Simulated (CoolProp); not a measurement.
A simple Rankine cycle with R245fa: condensing at 309.15 K, boiler at 0.776 MPa, turbine inlet 367.5 K, turbine efficiency 0.9, pump efficiency 0.8, no recuperator. Each further row changes one setting.

The numbers come from the reference Helmholtz-energy equation of state, Akasaka 2015 in CoolProp.

```csv
case,thermal efficiency (%),net work (kJ/kg),heat in (kJ/kg),turbine exit temperature (K),volume ratio over the turbine
as stated,9.4,21.9,232,335.5,3.57
turbine inlet 387.5 K,9.3,23.7,254,356.2,3.52
condensing temperature 301.15 K,11.0,26.8,242,329.2,4.69
boiler pressure 0.543 MPa,7.0,16.5,236,345.6,2.45
turbine efficiency 0.8,8.4,19.4,232,338.1,3.60
```
